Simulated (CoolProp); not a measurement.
A Linde-Hampson liquefier for dry air: isothermal reversible compression at 200 K from 1 atm to 20 MPa, throttling to 1 atm, return gas leaving the recuperator 2 K below the feed. Each further row changes one setting.

Model: reference Helmholtz-energy equation of state, Lemmon 2000, in CoolProp. It is a pseudo-pure fit of the blend.

```json
[
 {"case": "as stated", "liquid yield per pass": "0.248", "compression work (kJ/kg of gas)": "284"},
 {"case": "high pressure 40 MPa", "liquid yield per pass": "0.276", "compression work (kJ/kg of gas)": "323"},
 {"case": "warm-end temperature 230 K", "liquid yield per pass": "0.169", "compression work (kJ/kg of gas)": "337"},
 {"case": "warm-end gap 7 K", "liquid yield per pass": "0.236", "compression work (kJ/kg of gas)": "284"}
]
```
